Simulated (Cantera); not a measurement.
Feed: 1 mol BN, 2.6 mol NF₃, 5.8 mol N₂, equilibrated at 923 K and 0.320 bar.

Equilibrium computed with Cantera from the NASA thermochemical tables; the gas is ideal and each condensed phase is pure. Candidate condensed phases: B, BN; 13 gas species. Kinetics and transport are ignored.

Base state: N₂ 0.685, F₂ 0.165, BF₃ 0.0919, F 0.0309, NF₃ 0.0266 (mole fractions); condensed: gas only.

Question: What changes in the equilibrium state with this change: 0.91 mol Cl₂ added?

Answer: 
```json
[
 {"species": "N₂", "before": "0.685", "after": "0.632"},
 {"species": "ClF", "before": "0", "after": "0.152"},
 {"species": "F₂", "before": "0.165", "after": "0.0960"},
 {"species": "NF₃", "before": "0.0266", "after": "0.0113"},
 {"species": "F", "before": "0.0309", "after": "0.0235"},
 {"species": "BF₃", "before": "0.0919", "after": "0.0840"},
 {"species": "ClF₃", "before": "0", "after": "0.000442"}
]
```
